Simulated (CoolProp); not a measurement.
A single-stage vapour-compression cycle with isobutene: evaporating at 268.15 K (dew point), condensing at 319.15 K (bubble point), superheat 5 K, subcooling 2 K, compressor efficiency 0.65, no pressure losses. Each further row changes one setting.

The numbers come from the reference Helmholtz-energy equation of state, Lemmon 2005 in CoolProp. It is a short technical equation, of lower accuracy than the large ones.

```csv
case,cooling COP,pressure ratio,discharge temperature (K),refrigerating effect (kJ/kg),volumetric capacity (kJ/m³)
as stated,2.79,5.03,342.3,282,796
evaporating temperature 273.15 K,3.22,4.16,339.7,289,972
condensing temperature 314.15 K,3.18,___,336.5,294,831
subcooling 7 K,___,5.03,342.3,294,831
superheat 15 K,2.82,5.03,352.8,298,807
compressor efficiency 0.55,2.36,5.03,___,282,796
```

Problem. What belongs in the gaps?

Solution. 
- condensing temperature 314.15 K, pressure ratio: 4.40
- subcooling 7 K, cooling COP: 2.91
- compressor efficiency 0.55, discharge temperature (K): 351.9
